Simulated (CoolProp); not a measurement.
A Linde-Hampson liquefier for oxygen: isothermal reversible compression at 300 K from 1 atm to 30 MPa, throttling to 1 atm, return gas leaving the recuperator 5 K below the feed. Each further row changes one setting.

Computed with CoolProp (reference Helmholtz-energy equation of state, Schmidt 1985).

```csv
case,liquid yield per pass,compression work (kJ/kg of gas)
as stated,0.127,435
high pressure 60 MPa,0.155,494
warm-end temperature 330 K,0.095,484
warm-end gap 10 K,0.117,435
```

Above 300 K oxygen's equation is extrapolated.
